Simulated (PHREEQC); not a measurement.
Dissolve 0.08 mmol/kgw HNO3, 2 mmol/kgw ZnSO4 and 0.47 mmol/kgw CuCl2 at 93 °C. Closed to the air; pH follows from the charge balance.

Model: ion-association model, phreeqc.dat, run in PHREEQC.

No solid was allowed to form.

Question: Predict the pH, ionic strength.

Answer: pH 4.32; ionic strength 0.00752 mol/kgw.

Question: In which forms is Cu present?

Answer: Cu+2 81 %, CuSO4 16 %, CuCl+ 2.0 % of the Cu.

Away from 25 °C the constants follow the database's enthalpies or fits; those with neither stay at their 25 °C values.
